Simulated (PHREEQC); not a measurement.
Sulfide liquor: speciation

Consider water at 20 °C with 0.00018 mol H2S and 0.073 mol HCl per kg of water. Closed to the air; pH follows from the charge balance.

Model: ion-association model, phreeqc.dat, run in PHREEQC.

Precipitation was switched off in this run.

**Question.** Estimate the pH, density.

**Answer.** pH 1.21; density 1.000 g/cm³.
